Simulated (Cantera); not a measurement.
Charge: 1 mol S, 1.2 mol H2O, held at 1023.15 K and 890 Pa.

Method: chemical equilibrium by Gibbs-energy minimisation in Cantera with the NASA 1993 tables (ideal gas, pure condensed phases). Candidate condensed phases: H2O, H2SO4, S; 19 gas species. Gases not in the tables: S3 to S7. Equilibrium is a limit: real reactors are often held back by kinetics, nucleation or transport.

Base state: H2O 0.603, S2 0.222, H2S 0.0958, SO2 0.0574, H2 0.0203, S2O 0.00137, SH 6.73e-5, SO 4.91e-5 (mole fractions); condensed: gas only.

### Question
What changes in the equilibrium state with this change: temperature from 1023.15 K to 1375 K?

### Answer
```csv
species,before,after
H2O,0.603,0.532
S2,0.222,0.227
H2,0.0203,0.120
H2S,0.0958,0.0379
SO2,0.0574,0.0775
H,6.27e-9,1.26e-5
S,6.21e-8,4.23e-5
SO,4.91e-5,0.00222
SH,6.73e-5,0.00156
```
